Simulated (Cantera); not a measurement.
A closed system holds: 1 mol (CH3)2SiCl2, 0.34 mol C3H8, a varied amount of H2, 0.9 mol HCl, held at 1175 °C and 250 Pa.

Cantera equilibrium calculation (NASA polynomials, part measured and part estimated; ideal gas, pure solids and liquids). Candidate condensed phases: C, C6H6, C7H8, C8H18, Si, SiC; 109 gas species. The feed counts by its element totals alone. Kinetics and transport are ignored.

Question: At 76 mol H2, list the 4 most abundant gas species with their mole fractions, and the condensed phases.

Answer: H2 0.965, HCl 0.0352, H 0.000181, SiCl2 2.34e-5. Condensed: C(graphite) + SiC(s).
